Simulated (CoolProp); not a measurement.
Vapour-liquid equilibrium of ethane (1) + n-perfluorobutane (2) at 267.5 K; x and y are mole fractions of (1).

Computed with CoolProp (multi-fluid Helmholtz-energy mixture model, Bücker 2006 and Gao 2022; pair parameters Bell 2016).

```json
[
 {"x": "0.05", "bubble pressure (kPa)": "237.2", "y at the bubble point": "0.629", "dew pressure at overall composition x (kPa)": "92.07", "liquid density (mol/L)": "6.953"},
 {"x": "0.125", "bubble pressure (kPa)": "464.8", "y at the bubble point": "0.810", "dew pressure at overall composition x (kPa)": "100.1", "liquid density (mol/L)": "7.258"},
 {"x": "0.2", "bubble pressure (kPa)": "677.8", "y at the bubble point": "0.870", "dew pressure at overall composition x (kPa)": "109.6", "liquid density (mol/L)": "7.583"},
 {"x": "0.275", "bubble pressure (kPa)": "864.1", "y at the bubble point": "0.898", "dew pressure at overall composition x (kPa)": "121.1", "liquid density (mol/L)": "7.930"},
 {"x": "0.35", "bubble pressure (kPa)": "1020", "y at the bubble point": "0.915", "dew pressure at overall composition x (kPa)": "135.2", "liquid density (mol/L)": "8.302"},
 {"x": "0.425", "bubble pressure (kPa)": "1149", "y at the bubble point": "0.926", "dew pressure at overall composition x (kPa)": "152.9", "liquid density (mol/L)": "8.703"},
 {"x": "0.5", "bubble pressure (kPa)": "1258", "y at the bubble point": "0.934", "dew pressure at overall composition x (kPa)": "176.0", "liquid density (mol/L)": "9.137"},
 {"x": "0.575", "bubble pressure (kPa)": "1357", "y at the bubble point": "0.941", "dew pressure at overall composition x (kPa)": "207.2", "liquid density (mol/L)": "9.610"},
 {"x": "0.65", "bubble pressure (kPa)": "1453", "y at the bubble point": "0.948", "dew pressure at overall composition x (kPa)": "251.7", "liquid density (mol/L)": "10.13"},
 {"x": "0.725", "bubble pressure (kPa)": "1555", "y at the bubble point": "0.956", "dew pressure at overall composition x (kPa)": "320.5", "liquid density (mol/L)": "10.72"},
 {"x": "0.8", "bubble pressure (kPa)": "1670", "y at the bubble point": "0.965", "dew pressure at overall composition x (kPa)": "441.1", "liquid density (mol/L)": "11.38"},
 {"x": "0.875", "bubble pressure (kPa)": "1804", "y at the bubble point": "0.976", "dew pressure at overall composition x (kPa)": "705.3", "liquid density (mol/L)": "12.14"},
 {"x": "0.95", "bubble pressure (kPa)": "1959", "y at the bubble point": "0.989", "dew pressure at overall composition x (kPa)": "1481", "liquid density (mol/L)": "13.04"}
]
```

No azeotrope shows between x = 0.05 and 0.95.

The pair parameters rest on a limited set of measurements; away from them the model extrapolates. The gap from Raoult's law changes sign with composition, which may be real or a fault of the pair parameters; it wasn't checked against measurements.
